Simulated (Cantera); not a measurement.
A closed system holds: 1 mol MgO, 0.11 mol SO2, 6.7 mol CO2, equilibrated at 675 K and 5.80 bar.

Cantera equilibrium calculation (NASA polynomials, part measured and part estimated; ideal gas, pure solids and liquids). Gases not in the tables: S3 to S7. The numbers say what is thermodynamically allowed, not how fast it happens.

| species | before | after |
|---|---|---|
| CO2 | 0.996 | 0.980 |
| SO2 | 0.00215 | 0.0161 |
| CO | 1.23e-5 | 0.00282 |
| O2 | <1e-9 | 0.00141 |
| S2 | 0.000627 | <1e-9 |
| COS | 0.000624 | <1e-9 |
| S8 | 0.000437 | <1e-9 |
| S2O | 2.09e-5 | <1e-9 |
| SO3 | <1e-9 | 1.41e-5 |
| MgCO3(s), mol | 0.934 | 0 |
| MgSO4(s), mol | 0.0662 | 0 |
| MgO(s), mol | 0 | 1.00 |
Gas species are given as mole fractions.

Task: Name the change that produced these shifts.
A) pressure from 5.80 bar to 25.0 mbar
B) CO2 from 6.7 to 4.1 mol
C) temperature from 675 K to 1823 K
D) temperature from 675 K to 1025 K

Result: C, temperature from 675 K to 1823 K
